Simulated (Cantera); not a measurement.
A closed system holds: 1 mol SiH2Cl2, 1.2 mol NO, equilibrated at 1477 °C and 13.3 mbar.

Cantera equilibrium calculation (NASA polynomials, part measured and part estimated; ideal gas, pure solids and liquids). Candidate condensed phases: H2O, NH4Cl, Si, SiO2, Si2N2O, Si3N4; 47 gas species. The tables' values for SiCl3, SiCl are old estimates; treat these amounts as uncertain. The tables hold silica as quartz up to 1696 K and as liquid above; real silica turns to tridymite and cristobalite and melts near 1996 K. The numbers say what is thermodynamically allowed, not how fast it happens.

Base state: HCl 0.517, N2 0.202, SiO 0.128, H2 0.0780, SiCl2 0.0605, SiCl3 0.00820, Cl 0.00288, SiCl4 0.00197 (mole fractions); condensed: SiO2(condensed).

**Question.** What changes in the equilibrium state with this change: NO from 1.2 to 0.1 mol?

**Answer.** 
| species | before | after |
|---|---|---|
| H2 | 0.0780 | 0.367 |
| SiCl2 | 0.0605 | 0.354 |
| HCl | 0.517 | 0.198 |
| N2 | 0.202 | 0.0233 |
| SiO | 0.128 | 0.0467 |
| SiH | 2.55e-8 | 1.04e-5 |
| Si | 5.98e-7 | 0.000113 |
| SiO2(condensed), mol | 0.410 | 0 |
| Si(l), mol | 0 | 0.121 |

**Question.** What changes in the equilibrium state with this change: NO from 1.2 to 0.2 mol?

**Answer.** 
| species | before | after |
|---|---|---|
| H2 | 0.0780 | 0.347 |
| SiCl2 | 0.0605 | 0.335 |
| HCl | 0.517 | 0.187 |
| N2 | 0.202 | 0.0379 |
| SiO | 0.128 | 0.0821 |
| SiH | 2.55e-8 | 1.01e-5 |
| Si | 5.98e-7 | 0.000113 |
| H2O | 3.67e-5 | 5.56e-7 |
| SiCl | 1.50e-5 | 0.000485 |
| SiCl4 | 0.00197 | 0.000321 |
| SiO2(condensed), mol | 0.410 | 0 |
| Si(l), mol | 0 | 0.00722 |
| Si2N2O(s), mol | 0 | 0.0141 |
Mutual solubility and eutectic melting of coexisting phases are not modelled.
